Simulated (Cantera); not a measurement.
A perfectly stirred reactor is fed with CH₄ : O₂ : N₂ : CO₂ = 1 : 4.26 : 16 : 1.7 (molar parts), at 1.80 bar; it is adiabatic with a 723 K inlet, and is followed from long to short residence time, starting on the burning branch (τ in s: 0.039, 0.017, 0.0071, 0.003, 0.0013, 0.00056, 0.00024, 0.0001, 4.4e-05, 1.9e-05, 8.1e-06).

Detailed kinetics in Cantera: GRI-Mech 3.0 (53 species, 325 reactions).

Q: What does this change do: pressure from 1.80 bar to 5.00 bar?

A: 
```json
[
 {"quantity": "blow-out, bracketed by the residence times tried", "before": "burning at 0.560 ms, out at 0.240 ms", "after": "burning at 0.560 ms, out at 0.240 ms"},
 {"quantity": "x(CH₄) at τ = 39.0 ms", "before": "2.31e-5", "after": "1.89e-5"},
 {"quantity": "x(O₂) at τ = 39.0 ms", "before": "0.0985", "after": "0.0985"},
 {"quantity": "x(CO₂) at τ = 39.0 ms", "before": "0.117", "after": "0.117"},
 {"quantity": "x(NO) at τ = 39.0 ms", "before": "3.86e-6", "after": "2.38e-6"},
 {"quantity": "x(C₂H₂) at τ = 39.0 ms", "before": "3.16e-9", "after": "8.58e-9"},
 {"quantity": "x(CH₄) at τ = 0.560 ms", "before": "0.000490", "after": "0.000560"},
 {"quantity": "x(O₂) at τ = 0.560 ms", "before": "0.103", "after": "0.103"},
 {"quantity": "x(CO₂) at τ = 0.560 ms", "before": "0.108", "after": "0.109"},
 {"quantity": "x(NO) at τ = 0.560 ms", "before": "1.14e-6", "after": "6.58e-7"},
 {"quantity": "x(C₂H₂) at τ = 0.560 ms", "before": "2.88e-8", "after": "2.83e-7"}
]
```
